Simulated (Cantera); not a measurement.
An isothermal, constant-pressure homogeneous reactor starts with 17.4 % H2, 72.5 % O2, 10.1 % N2, at 1375 K and 0.00345 atm.

Computed with Cantera and GRI-Mech 3.0 (53 species, 325 reactions). Radical loss at walls, strong at low pressure, is not modelled. The temperature is held fixed by assumption; the heat of reaction is taken as removed at once.

x: mole fraction; the columns are a selection and need not sum to one.

| t (s) | x H2 | x O2 | x HO2 | x H2O2 | x NO |
|---|---|---|---|---|---|
| 0.000600 | 0.174 | 0.725 | 3.25e-7 | ___ | <1e-12 |
| 0.00270 | 0.0461 | 0.645 | 1.13e-6 | ___ | 9.70e-10 |
| 0.0121 | 0.00834 | 0.613 | 1.22e-6 | 4.87e-8 | 7.49e-8 |
| 0.0545 | 0.00769 | 0.622 | 1.25e-6 | 5.07e-8 | 3.67e-7 |
| 0.245 | 0.00505 | 0.653 | 1.29e-6 | 5.40e-8 | 1.05e-6 |
| 1.10 | 0.000881 | 0.690 | 7.78e-7 | ___ | 1.40e-6 |
| 4.95 | 5.23e-5 | 0.698 | 1.22e-7 | ___ | 1.42e-6 |
| 22.2 | 4.83e-6 | 0.698 | 4.28e-8 | ___ | 1.42e-6 |
| 100 | 1.27e-6 | 0.698 | 5.91e-8 | 9.10e-10 | 1.43e-6 |

Problem. Complete the blanks.

Solution. 
- 0.000600, x H2O2: 1.33e-9
- 0.00270, x H2O2: 7.69e-8
- 1.10, x H2O2: 3.37e-8
- 4.95, x H2O2: 8.18e-9
- 22.2, x H2O2: 1.84e-9
